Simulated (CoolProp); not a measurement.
Vapour-liquid equilibrium of R1234ze(E) (1) + R227EA (2) at 299.6 K; x and y are mole fractions of (1).

Computed with CoolProp (multi-fluid Helmholtz-energy mixture model, Thol 2016 and Lemmon 2016; pair parameters Bell 2023).

| x | bubble pressure, mixture model (bar) | bubble pressure, Raoult's law (bar) | y, mixture model | y, Raoult's law |
|---|---|---|---|---|
| 0.05 | 4.792 | 4.775 | 0.057 | 0.055 |
| 0.125 | 4.850 | 4.809 | 0.139 | 0.135 |
| 0.2 | 4.904 | 4.843 | 0.219 | 0.215 |
| 0.275 | 4.954 | 4.878 | 0.297 | 0.294 |
| 0.35 | 5.001 | 4.912 | 0.373 | 0.371 |
| 0.425 | 5.044 | 4.946 | 0.448 | 0.447 |
| 0.5 | 5.082 | 4.980 | 0.520 | 0.523 |
| 0.575 | 5.115 | 5.014 | 0.592 | 0.597 |
| 0.65 | 5.144 | 5.048 | 0.663 | 0.671 |
| 0.725 | 5.168 | 5.082 | 0.734 | 0.743 |
| 0.8 | 5.186 | 5.116 | 0.806 | 0.814 |
| 0.875 | 5.199 | 5.151 | 0.877 | 0.885 |
| 0.95 | 5.206 | 5.185 | 0.950 | 0.954 |

The largest gap from Raoult's law is +2.0 % in bubble pressure, at x = 0.5. No azeotrope shows between x = 0.05 and 0.95.

The pair parameters rest on a limited set of measurements; away from them the model extrapolates.
